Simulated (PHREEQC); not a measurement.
Make-up at 25 °C: 0.0029 mol HF, 0.0001 mol NH4HF2 and 0.013 mol H2SO4 per kg of water. Closed to the air; pH follows from the charge balance.

All values are PHREEQC results (ion-association model, phreeqc.dat), not measurements.

Precipitation was switched off in this run.

Q: Estimate the pH.

A: pH 1.77.

Q: In which forms is N present?

A: NH4+ 96 %, NH4SO4- 4.2 % of the N.
